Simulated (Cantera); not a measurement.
## Reactions in the system C-H-Ta

Standard-state values (1 bar) from the NASA 1993 polynomials, evaluated with Cantera. Values are per mole of reaction as written; species without (g) are pure solids or liquids, kept so even where they would boil at 1 bar. TaC: taken at fixed stoichiometry.

2 Ta + 3 C₂H₄(g) → 2 TaC + 2 C₂H₆(g)

| T (K) | ΔH° (kJ) | ΔS° (J/K) | ΔG° (kJ) | log10 K |
|---|---|---|---|---|
| 448 | -613.0 | -196.8 | -524.9 | 61.20 |
| 498 | -612.8 | -196.3 | -515.0 | 54.02 |
| 548 | -612.5 | -195.8 | -505.2 | 48.16 |
| 598 | -612.3 | -195.3 | -495.5 | 43.28 |
| 648 | -612.0 | -194.9 | -485.7 | 39.15 |
| 698 | -611.7 | -194.4 | -476.0 | 35.62 |
| 748 | -611.4 | -194.0 | -466.3 | 32.56 |
| 798 | -611.0 | -193.5 | -456.6 | 29.89 |

2 TaC + C₂H₄(g) → 2 Ta + 2 C₂H₂(g)

```csv
T (K),ΔH° (kJ),ΔS° (J/K),ΔG° (kJ),log10 K
448,694.8,188.2,610.5,-71.18
498,695.4,189.5,601.0,-63.04
548,695.9,190.5,591.5,-56.38
598,696.3,191.1,582.0,-50.84
648,696.5,191.4,572.4,-46.14
698,696.6,191.7,562.9,-42.12
748,696.7,191.8,553.3,-38.64
798,696.7,191.8,543.7,-35.59
```
